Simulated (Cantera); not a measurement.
Charge: 1 mol MgO, 0.68 mol N2, equilibrated at 13.3 mbar.

These are equilibrium values from Cantera (NASA tables, ideal gas, pure condensed phases), not measurements of a reactor. Candidate condensed phases: Mg, MgO; 13 gas species. Kinetics and transport are ignored. All values below are at 2773 K.

Base state: Mg 0.407, N2 0.284, O 0.147, O2 0.122, MgO 0.0234, NO 0.0162, N 1.32e-5 (mole fractions); condensed: gas only.

Q: What changes in the equilibrium state with this change: 0.0027 mol H2O added?

A: 
```json
[
 {"species": "Mg", "before": "0.407", "after": "0.406"},
 {"species": "N2", "before": "0.284", "after": "0.284"},
 {"species": "O", "before": "0.147", "after": "0.147"},
 {"species": "H", "before": "0", "after": "0.00143"},
 {"species": "OH", "before": "0", "after": "0.000805"},
 {"species": "MgO", "before": "0.0234", "after": "0.0233"},
 {"species": "NO", "before": "0.0162", "after": "0.0162"},
 {"species": "O2", "before": "0.122", "after": "0.121"},
 {"species": "MgOH", "before": "0", "after": "5.08e-5"},
 {"species": "H2O", "before": "0", "after": "1.01e-5"},
 {"species": "N", "before": "1.32e-5", "after": "1.32e-5"}
]
```
Further candidate phases: H2O, Mg(OH)2.
